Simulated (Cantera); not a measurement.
An adiabatic, constant-pressure homogeneous reactor starts with H₂ : O₂ : N₂ : NO = 1 : 1.56 : 5.88 : 0.017 (molar parts), at 1823 K and 100000 Pa. Integrator tolerance rtol = 1e-08.

Model: GRI-Mech 3.0 (53 species, 325 reactions), integrated in Cantera.

Q: What does this change do: O2 1.56 to 0.77 parts?

A: 
| quantity | before | after |
|---|---|---|
| time of steepest temperature rise | 7.52 µs | 9.21 µs |
| temperature at 0.800 s | 2494 K | 2570 K |
| equilibrium temperature | 2494 K | 2570 K |
| x(H₂) at 0.800 s | 0.00194 (gas-phase equilibrium 0.00194) | 0.00582 (gas-phase equilibrium 0.00582) |
| x(O₂) at 0.800 s | 0.120 (gas-phase equilibrium 0.120) | 0.0319 (gas-phase equilibrium 0.0319) |
| x(NO) at 0.800 s | 0.0166 (gas-phase equilibrium 0.0166) | 0.0103 (gas-phase equilibrium 0.0103) |
| x(O) at 0.800 s | 0.00492 (gas-phase equilibrium 0.00492) | 0.00365 (gas-phase equilibrium 0.00365) |
| x(H) at 0.800 s | 0.00109 (gas-phase equilibrium 0.00109) | 0.00261 (gas-phase equilibrium 0.00261) |
